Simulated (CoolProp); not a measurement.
Model: reference Helmholtz-energy equation of state, Tillner-Roth 1997, in CoolProp.

For CH2F2 (R32), give the phase and the density (kg/m³), cp (kJ/(kg K)), isothermal compressibility (1/MPa), expansivity (1/kK) at 283 K and 97.5 bar.


- 283 K and 97.5 bar: liquid; density 1050, cp 1.70, isothermal compressibility 0.00328, expansivity 3.03
